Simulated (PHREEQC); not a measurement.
Consider water at 25 °C with 0.011 mol AlCl3, 9.7e-05 mol Na2SiF6 and 9.9e-05 mol BaCl2 per kg of water. Closed to the air; pH follows from the charge balance.

Model: ion-association model, wateq4f.dat, run in PHREEQC.

This is a speciation only: nothing precipitates in the calculation.

Problem. Predict the pH.

Solution. pH 3.37.

Problem. In which forms is Al present?

Solution. Al+3 94 %, AlF+2 5.3 %, AlOH+2 1.1 % of the Al.

Complexes and solids missing from the database can't appear. SiF6-2 is the database's only silicon fluoride. Fluoro complexes past AlF4- and FeF3 are missing from the database.
